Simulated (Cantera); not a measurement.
Ignition delay

Mixture: CH4 : O2 : N2 = 1 : 2.33 : 8.74 (molar parts), at 660000 Pa, adiabatic and at constant pressure. Ignition delay is the time to a rise of 400 K.

Detailed kinetics in Cantera: GRI-Mech 3.0 (53 species, 325 reactions).

| T0 (K) | delay (ms) |
|---|---|
| 1150 | 13.2 |
| 1225 | 5.05 |
| 1300 | 2.06 |
| 1375 | 0.895 |
| 1450 | 0.410 |
| 1525 | 0.198 |
| 1600 | 0.101 |

```yaml
apparent activation energy between 1450 and 1600 K: 180 kJ/mol
```
